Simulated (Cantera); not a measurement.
# Reactions in the system N-O-Ta

Source: NASA polynomial tables (part measured, part estimated), evaluated in Cantera. Values are per mole of reaction as written; species without (g) are pure solids or liquids, kept so even where they would boil at 1 bar.

2 TaO₂(g) + N₂O(g) ⇌ Ta₂O₅ + 2 N(g)

| T (K) | ΔH° (kJ) | ΔS° (J/K) | ΔG° (kJ) | log10 K | condensed phases |
|---|---|---|---|---|---|
| 1150 | -734.3 | -258.7 | -436.7 | 19.84 | Ta₂O₅(s) |
| 1350 | -722.4 | -249.2 | -386.0 | 14.93 | Ta₂O₅(s) |
| 1550 | -710.3 | -240.8 | -337.0 | 11.36 | Ta₂O₅(s) |
| 1750 | -698.0 | -233.4 | -289.6 | 8.64 | Ta₂O₅(s) |
| 1950 | -685.5 | -226.6 | -243.6 | 6.52 | Ta₂O₅(s) |
| 2150 | -548.7 | -160.2 | -204.3 | 4.96 | Ta₂O₅(l) |
| 2350 | -527.5 | -150.7 | -173.3 | 3.85 | Ta₂O₅(l) |
| 2550 | -506.5 | -142.2 | -144.0 | 2.95 | Ta₂O₅(l) |
| 2750 | -485.6 | -134.3 | -116.4 | 2.21 | Ta₂O₅(l) |
| 2950 | -464.9 | -127.0 | -90.2 | 1.60 | Ta₂O₅(l) |
